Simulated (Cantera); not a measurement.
An adiabatic, constant-volume homogeneous reactor starts with CH₃OH : O₂ : N₂ = 1 : 0.938 : 6.66 (molar parts), equivalence ratio 1.6, at 1400 K and 2930 Torr. Integrator tolerance rtol = 1e-08.

Computed with Cantera and GRI-Mech 3.0 (53 species, 325 reactions). GRI-Mech 3.0 was tuned for natural gas; its chemistry of methanol as a main component is partial and can be far from experiment.

Problem. What does this change do: constant pressure in place of constant volume?

Solution. 
| quantity | before | after |
|---|---|---|
| time of steepest temperature rise | 0.187 ms | 0.204 ms |
| temperature at 0.800 s | 2637 K | 2380 K |
| equilibrium temperature | 2637 K | 2380 K |
| x(CH₃OH) at 0.800 s | <1e-12 (gas-phase equilibrium <1e-12) | <1e-12 (gas-phase equilibrium <1e-12) |
| x(O₂) at 0.800 s | 0.000161 (gas-phase equilibrium 0.000161) | 2.74e-5 (gas-phase equilibrium 2.74e-5) |
| x(C₂H₆) at 0.800 s | <1e-12 (gas-phase equilibrium <1e-12) | <1e-12 (gas-phase equilibrium <1e-12) |
| x(N₂O) at 0.800 s | 1.12e-7 (gas-phase equilibrium 1.12e-7) | 2.02e-8 (gas-phase equilibrium 2.02e-8) |
| x(CH₃) at 0.800 s | 7.62e-12 (gas-phase equilibrium 8.68e-12) | 2.52e-12 (gas-phase equilibrium 2.85e-12) |
| x(CO) at 0.800 s | 0.0689 (gas-phase equilibrium 0.0689) | 0.0669 (gas-phase equilibrium 0.0669) |
| x(CH₂O) at 0.800 s | 1.09e-8 (gas-phase equilibrium 1.09e-8) | 5.14e-9 (gas-phase equilibrium 5.14e-9) |

Problem. What does this change do: pressure from 2930 Torr to 293 Torr?

Solution. 
| quantity | before | after |
|---|---|---|
| time of steepest temperature rise | 0.187 ms | 1.48 ms |
| temperature at 0.800 s | 2637 K | 2558 K |
| equilibrium temperature | 2637 K | 2558 K |
| x(CH₃OH) at 0.800 s | <1e-12 (gas-phase equilibrium <1e-12) | <1e-12 (gas-phase equilibrium <1e-12) |
| x(O₂) at 0.800 s | 0.000161 (gas-phase equilibrium 0.000161) | 0.000736 (gas-phase equilibrium 0.000736) |
| x(C₂H₆) at 0.800 s | <1e-12 (gas-phase equilibrium <1e-12) | <1e-12 (gas-phase equilibrium <1e-12) |
| x(N₂O) at 0.800 s | 1.12e-7 (gas-phase equilibrium 1.12e-7) | 6.53e-8 (gas-phase equilibrium 6.53e-8) |
| x(CH₃) at 0.800 s | 7.62e-12 (gas-phase equilibrium 8.68e-12) | <1e-12 (gas-phase equilibrium <1e-12) |
| x(CO) at 0.800 s | 0.0689 (gas-phase equilibrium 0.0689) | 0.0690 (gas-phase equilibrium 0.0690) |
| x(CH₂O) at 0.800 s | 1.09e-8 (gas-phase equilibrium 1.09e-8) | 1.08e-9 (gas-phase equilibrium 1.08e-9) |
